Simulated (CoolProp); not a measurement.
Vapour-liquid equilibrium of C2F6 (R116) (1) + R143a (2) at 209.5 K; x and y are mole fractions of (1).

Model: multi-fluid Helmholtz-energy mixture model, Lemmon 2006 and Lemmon and Jacobsen 2000; pair parameters Bell 2016, in CoolProp.

Give the bubble pressure and the first vapour's composition at x = 0.35, 0.65, 0.95. Is there an azeotrope?

x = 0.35: 161.5 kPa, y = 0.787; x = 0.65: 188.3 kPa, y = 0.851; x = 0.95: 205.8 kPa, y = 0.960. No azeotrope shows between x = 0.05 and 0.95.

Pair parameters are fitted to limited data, so mixtures are less certain than the pure fluids. With so large a gap from Raoult's law the liquid may split in two, which this calculation doesn't test in full.
